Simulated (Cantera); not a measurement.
Feed: 1 mol Si, 0.0011 mol H₂O, 8.8 mol N₂, held at 1598.15 K and 3.00e-6 bar.

Method: chemical equilibrium by Gibbs-energy minimisation in Cantera with the NASA 1993 tables (ideal gas, pure condensed phases). Candidate condensed phases: H₂O, Si, SiO₂, Si₂N₂O, Si₃N₄; 35 gas species. The tables' values for SiN are old estimates; treat these amounts as uncertain. The numbers say what is thermodynamically allowed, not how fast it happens.

Base state: N₂ 0.968, Si 0.0313, H 0.000176, SiO 0.000121, Si₂N 7.74e-5, Si₂ 7.70e-5, SiN 4.62e-5, H₂ 3.27e-5 (mole fractions); condensed: Si(s).

Task: What changes in the equilibrium state with this change: 0.14 mol NH₃ added?

Result: 
| species | before | after |
|---|---|---|
| N₂ | 0.968 | 0.944 |
| Si | 0.0313 | 0.0313 |
| H₂ | 3.27e-5 | 0.0203 |
| H | 0.000176 | 0.00438 |
| SiH | 6.79e-7 | 1.69e-5 |
| SiO | 0.000121 | 0.000117 |
| SiN | 4.62e-5 | 4.56e-5 |
| Si₂N | 7.74e-5 | 7.64e-5 |
| Si₃ | 1.68e-5 | 1.68e-5 |
| Si(s), mol | 0.711 | 0.701 |

Task: What changes in the equilibrium state with this change: pressure from 3.00e-6 bar to 1.00 bar?

Result: 
```json
[
 {"species": "N₂", "before": "0.968", "after": "1.000"},
 {"species": "H₂", "before": "3.27e-5", "after": "0.000135"},
 {"species": "H", "before": "0.000176", "after": "6.19e-7"},
 {"species": "Si", "before": "0.0313", "after": "<1e-9"},
 {"species": "SiO", "before": "0.000121", "after": "5.36e-7"},
 {"species": "Si₂N", "before": "7.74e-5", "after": "<1e-9"},
 {"species": "Si₂", "before": "7.70e-5", "after": "<1e-9"},
 {"species": "SiN", "before": "4.62e-5", "after": "<1e-9"},
 {"species": "Si(s), mol", "before": "0.711", "after": "0"},
 {"species": "Si₂N₂O(s), mol", "before": "0", "after": "0.00110"},
 {"species": "Si₃N₄(s), mol", "before": "0", "after": "0.333"}
]
```
Mutual solubility and eutectic melting of coexisting phases are not modelled.
